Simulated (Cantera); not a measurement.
**Nitride etching: BN + NF3 + H2**

Input: 1 mol BN, 2.9 mol NF3, 3.6 mol H2, equilibrated at 9.80e-5 bar.

Equilibrium computed with Cantera from the NASA thermochemical tables; the gas is ideal and each condensed phase is pure. Candidate condensed phases: B, BN; 31 gas species. The tables' values for BF2 are old estimates; treat these amounts as uncertain. The numbers say what is thermodynamically allowed, not how fast it happens.

```csv
T (°C),x HF,x N2,x BF3,x H2,x H,x BF2,x BF
452,0.606,0.207,0.106,0.0798,2.66e-12,<1e-12,<1e-12
552,0.606,0.207,0.106,0.0798,2.26e-10,5.13e-12,<1e-12
652,0.606,0.207,0.106,0.0798,7.43e-9,3.73e-10,<1e-12
752,0.606,0.207,0.106,0.0798,1.24e-7,1.17e-8,<1e-12
852,0.606,0.207,0.106,0.0798,1.27e-6,1.97e-7,6.62e-12
952,0.606,0.207,0.106,0.0798,8.89e-6,2.09e-6,3.99e-10
1052,0.606,0.207,0.106,0.0798,4.67e-5,1.54e-5,1.28e-8
1152,0.606,0.207,0.106,0.0796,0.000194,8.51e-5,2.52e-7
1252,0.606,0.207,0.106,0.0792,0.000673,0.000373,3.30e-6
1352,0.607,0.207,0.105,0.0779,0.00199,0.00134,3.07e-5
1452,0.608,0.206,0.102,0.0746,0.00512,0.00399,0.000208
1552,0.611,0.205,0.0944,0.0672,0.0115,0.00967,0.00101
1652,0.617,0.202,0.0819,0.0540,0.0224,0.0185,0.00337
```
x: gas mole fraction; nothing condenses.

From 452 °C to 1652 °C nothing is condensed. The main B-bearing gas is BF3 throughout.
